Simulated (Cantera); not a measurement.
Input: 1 mol Cu₂O, 11 mol CO, 5 mol CH₄, equilibrated at 1 atm.

These are equilibrium values from Cantera (NASA tables, ideal gas, pure condensed phases), not measurements of a reactor. Candidate condensed phases: C, C₆H₆, C₇H₈, C₈H₁₈, Cu, CuO, Cu(OH)₂, Cu₂O, H₂O; 113 gas species. The numbers say what is thermodynamically allowed, not how fast it happens.

Q: What share of the Cu ends up in condensed phases as a function of T (°C), at 1750, 1800, 1850, 1900, 1950, 2000, 2050, 2100, 2150, 2200, 2250?

A: 
```tsv
T (°C)	Cu condensed (%)	as
1750	94.1	Cu(l)
1800	90.8	Cu(l)
1850	85.9	Cu(l)
1900	78.8	Cu(l)
1950	68.6	Cu(l)
2000	54.1	Cu(l)
2050	33.6	Cu(l)
2100	4.8	Cu(l)
2150	0.0	-
2200	0.0	-
2250	0.0	-
```
